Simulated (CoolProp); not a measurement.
A simple Rankine cycle with water: condensing at 308.15 K, boiler at 0.0499 MPa, turbine inlet 369.4 K, turbine efficiency 0.8, pump efficiency 0.7, no recuperator. Each further row changes one setting.

Computed with CoolProp (reference Helmholtz-energy equation of state, Wagner 2002).

```tsv
case	thermal efficiency (%)	net work (kJ/kg)	heat in (kJ/kg)	turbine exit temperature (K)	volume ratio over the turbine
as stated	10.1	…	2530	308.1	…
turbine inlet 389.4 K	10.2	…	2570	308.1	6.72
condensing temperature 300.15 K	11.8	301	2560	300.2	10.6
boiler pressure 0.0349 MPa	…	215	2530	308.1	4.97
turbine efficiency 0.7	8.8	223	2530	308.1	7.09
```

### Question
Fill in the missing entries.

### Answer

- as stated, net work (kJ/kg): 255
- as stated, volume ratio over the turbine: 6.99
- turbine inlet 389.4 K, net work (kJ/kg): 261
- boiler pressure 0.0349 MPa, thermal efficiency (%): 8.5

The expansion ends wet for: as stated; turbine inlet 389.4 K; condensing temperature 300.15 K; boiler pressure 0.0349 MPa; turbine efficiency 0.7.
